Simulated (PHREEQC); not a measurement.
Dissolve 0.0049 mol (NH4)2SiF6 and 0.067 mol (NH4)2SO4 per kg of water at 20 °C. Closed to the air; pH follows from the charge balance.

Equilibrium calculation in PHREEQC: ion-association model, wateq4f.dat.

```
quantity                   before    after
------------------------  -------  -------
pH                           3.36     3.56
ionic strength (mol/kgw)    0.171    0.173
NH4+ (mol/kgw)              0.122    0.124
SO4-2 (mol/kgw)            0.0444   0.0453
F- (mol/kgw)              0.00238  0.00567
```

Problem. Which change was made?
A. temperature from 20 to 80 °C
B. (NH4)2SiF6 replaced by LiF at the same molality
C. diluted 10-fold with water

Solution. A, temperature from 20 to 80 °C

Precipitation was switched off in this run. Some of these states are supersaturated (in Quartz (slow to form), Chalcedony (slow to form), for instance). At this temperature some constants are extrapolated from 25 °C, and those without enthalpy data are left unchanged. SiF6-2 is the database's only silicon fluoride.
